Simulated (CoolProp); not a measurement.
Vapour-liquid equilibrium of ethylene (1) + isobutane (2) at 0.144 MPa; x and y are mole fractions of (1).

Computed with CoolProp (multi-fluid Helmholtz-energy mixture model, Smukala 2000 and Bücker 2006; pair parameters Bell 2016).

```json
[
 {"x": "0.05", "bubble temperature (K)": "250.0", "y at the bubble point": "0.569", "dew temperature at overall composition x (K)": "269.3", "liquid density (mol/L)": "10.65"},
 {"x": "0.2", "bubble temperature (K)": "215.4", "y at the bubble point": "0.937", "dew temperature at overall composition x (K)": "264.8", "liquid density (mol/L)": "12.10"},
 {"x": "0.35", "bubble temperature (K)": "200.0", "y at the bubble point": "0.982", "dew temperature at overall composition x (K)": "259.5", "liquid density (mol/L)": "13.35"},
 {"x": "0.5", "bubble temperature (K)": "190.8", "y at the bubble point": "0.993", "dew temperature at overall composition x (K)": "253.3", "liquid density (mol/L)": "14.64"},
 {"x": "0.65", "bubble temperature (K)": "184.6", "y at the bubble point": "0.997", "dew temperature at overall composition x (K)": "245.5", "liquid density (mol/L)": "16.04"},
 {"x": "0.8", "bubble temperature (K)": "180.0", "y at the bubble point": "0.999", "dew temperature at overall composition x (K)": "234.4", "liquid density (mol/L)": "17.58"},
 {"x": "0.95", "bubble temperature (K)": "176.6", "y at the bubble point": "1.000", "dew temperature at overall composition x (K)": "212.1", "liquid density (mol/L)": "19.30"}
]
```

No azeotrope shows between x = 0.05 and 0.95.

Pair parameters are fitted to limited data, so mixtures are less certain than the pure fluids.
